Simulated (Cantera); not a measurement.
A perfectly stirred reactor is fed with NO : N₂ = 1 : 3 (molar parts), at 100.0 Torr; it is held at 2048 K, and followed from long to short residence time.

Cantera simulation using GRI-Mech 3.0 (53 species, 325 reactions); the numbers are that mechanism's predictions, not measurements.

x: mole fraction; the columns are a selection and need not sum to one.

```tsv
τ (s)	x NO	x N₂	x N₂O	x O₂	x NO₂	x O
9.8	0.0564	0.846	1.32e-6	0.0963	…	0.000826
3.0	0.119	0.815	5.61e-6	0.0653	…	0.000691
0.91	0.194	0.778	1.58e-5	0.0275	…	0.000476
0.28	0.234	0.758	2.38e-5	0.00801	…	0.000306
0.084	0.246	0.752	2.66e-5	0.00209	…	0.000222
0.025	0.249	0.751	2.62e-5	0.000491	…	0.000173
0.0077	0.250	0.750	2.28e-5	8.44e-5	…	0.000110
0.0024	0.250	0.750	1.56e-5	7.87e-6	…	4.22e-5
0.00072	0.250	0.750	7.40e-6	5.38e-7	…	1.12e-5
```

What belongs in the gaps?


- 9.8, x NO₂: 2.22e-5
- 3.0, x NO₂: 3.86e-5
- 0.91, x NO₂: 4.21e-5
- 0.28, x NO₂: 3.07e-5
- 0.084, x NO₂: 2.24e-5
- 0.025, x NO₂: 1.75e-5
- 0.0077, x NO₂: 1.14e-5
- 0.0024, x NO₂: 4.26e-6
- 0.00072, x NO₂: 9.03e-7
